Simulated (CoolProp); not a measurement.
Vapour-liquid equilibrium of propylene (1) + isobutane (2) at 284.9 K; x and y are mole fractions of (1).

Model: multi-fluid Helmholtz-energy mixture model, Lemmon 2013 and Bücker 2006; pair parameters Bell 2016, in CoolProp.

**Question.** Give the bubble pressure and the first vapour's composition at x = 0.15, 0.25, 0.45. Is there an azeotrope?

**Answer.** x = 0.15: 0.3233 MPa, y = 0.355; x = 0.25: 0.3659 MPa, y = 0.477; x = 0.45: 0.4478 MPa, y = 0.667. No azeotrope shows between x = 0.05 and 0.95.

The pair parameters rest on a limited set of measurements; away from them the model extrapolates. The gap from Raoult's law changes sign with composition, which may be real or a fault of the pair parameters; it wasn't checked against measurements.
